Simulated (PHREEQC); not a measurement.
Solution A (0.023 mol/kgw BaCl2) is mixed with solution B (13 mmol/kgw HF and 36 mmol/kgw NaF) at 25 °C; shares are by mass of water, 1 kg in all. O2 is buffered at 0.21 atm. The system is closed to CO2. Precipitation was switched off in this run.

Equilibrium calculation in PHREEQC: ion-association model, wateq4f.dat.

```tsv
share of solution B	pH	F- (mol/kgw)	HF (mol/kgw)
0	6.98	0	0
0.1	?	0.00385	0.00101
0.2	3.60	0.00742	0.00221
0.3	3.58	?	0.00339
0.4	3.58	0.0144	0.00453
0.5	3.58	?	0.00563
0.6	3.58	0.0212	0.00670
0.7	3.58	?	?
0.8	3.59	0.0278	0.00875
0.9	3.59	0.0311	0.00973
1	3.60	0.0344	0.0107
```

### Question
Complete the blanks.

### Answer

- 0.1, pH: 3.65
- 0.3, F- (mol/kgw): 0.0109
- 0.5, F- (mol/kgw): 0.0178
- 0.7, F- (mol/kgw): 0.0245
- 0.7, HF (mol/kgw): 0.00774

Complexes and solids missing from the database can't appear.
